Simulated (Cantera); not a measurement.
**Ammonia decomposition in nitride growth gas**

An isothermal, constant-pressure homogeneous reactor starts with 80.0 % NH3, 20.0 % N2, at 1925 K and 1.18 atm.

Cantera simulation using the gas-phase N/H chemistry of the illustrative SiF4/NH3 mechanism in the Surface Chemkin manual (1991); the numbers are that mechanism's predictions, not measurements. Walls and surfaces, which speed up NH3 decomposition in real reactors, are not modelled.

```csv
t (s),x NH3,x N2H4,x N,x N2,x H
0.000300,0.796,7.66e-7,1.21e-8,0.200,1.72e-6
0.000782,0.788,7.36e-7,2.95e-8,0.202,4.08e-6
0.00204,0.769,6.69e-7,7.10e-8,0.205,9.87e-6
0.00531,0.722,5.63e-7,1.48e-7,0.213,2.36e-5
0.0138,0.619,4.22e-7,2.40e-7,0.230,5.51e-5
0.0361,0.433,2.49e-7,3.06e-7,0.261,0.000122
0.0940,0.207,8.81e-8,3.29e-7,0.299,0.000245
0.245,0.0546,1.25e-8,2.71e-7,0.324,0.000440
0.638,0.00910,6.57e-10,1.20e-7,0.332,0.000642
1.66,0.00201,3.82e-11,3.47e-8,0.333,0.000707
4.34,0.000624,3.76e-12,1.11e-8,0.333,0.000716
11.3,0.000222,<1e-12,3.98e-9,0.333,0.000717
29.4,8.30e-5,<1e-12,1.49e-9,0.333,0.000717
76.7,3.22e-5,<1e-12,5.77e-10,0.333,0.000717
200,1.40e-5,<1e-12,2.50e-10,0.333,0.000717
```
x: mole fraction; the columns are a selection and need not sum to one.

Equilibrium at this temperature and pressure: NH3 8.58e-6, N2H4 <1e-12, N 1.54e-10, N2 0.333, H 0.000717 (gas phase only).
